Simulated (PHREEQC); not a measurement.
A solution holds 13 mmol/kgw HCl, 5.2 mmol/kgw Al2(SO4)3 and 0.049 mmol/kgw MgSO4, at 25 °C. Closed to the air; pH follows from the charge balance.

Model: ion-association model, phreeqc.dat, run in PHREEQC.

No solid was allowed to form.

### Question
Estimate the pH, ionic strength.

### Answer
pH 2.05; ionic strength 0.0396 mol/kgw.

### Question
In which forms is Mg present?

### Answer
Mg+2 77 %, MgSO4 23 % of the Mg.
